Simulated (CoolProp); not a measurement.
Vapour pressure (MPa) of n-hexane: the reference equation beside estimates from Tc = 234.7 °C, pc = 3.044 MPa, ω = 0.300. Clausius-Clapeyron is anchored at 97.05 °C with a constant enthalpy of vaporisation of 26.92 kJ/mol.

Values from CoolProp's reference Helmholtz-energy equation of state, Thol 2019.

```csv
T (°C),reference,Lee-Kesler,Clausius-Clapeyron,van der Waals,Redlich-Kwong,Soave-Redlich-Kwong
93.45,0.2075,0.2081,0.2094,0.7128,0.3434,0.2080
97.05,0.2282,0.2291,0.2282,0.7482,0.3715,0.2290
100.65,0.2505,0.2517,0.2482,0.7848,0.4012,0.2516
104.25,0.2744,0.2759,0.2696,0.8225,0.4325,0.2759
107.85,0.2999,0.3018,0.2924,0.8613,0.4656,0.3019
111.55,0.3281,0.3302,0.3173,0.9024,0.5013,0.3305
115.15,0.3574,0.3598,0.3430,0.9436,0.5379,0.3603
118.75,0.3886,0.3914,0.3703,0.9860,0.5763,0.3921
122.35,0.4218,0.4249,0.3993,1.030,0.6166,0.4260
125.95,0.4571,0.4606,0.4299,1.074,0.6589,0.4621
129.55,0.4946,0.4984,0.4622,1.120,0.7030,0.5004
133.25,0.5355,0.5397,0.4973,1.169,0.7505,0.5422
136.85,0.5777,0.5822,0.5333,1.217,0.7988,0.5853
140.45,0.6224,0.6271,0.5713,1.267,0.8492,0.6310
144.05,0.6695,0.6746,0.6112,1.318,0.9017,0.6793
```

Absolute difference from the reference over all 15 rows, mean and median: Lee-Kesler 0.6 and 0.7 %, Clausius-Clapeyron 4.5 and 4.7 %, van der Waals 160.0 and 153.7 %, Redlich-Kwong 49.0 and 48.3 %, Soave-Redlich-Kwong 0.9 and 0.9 %.
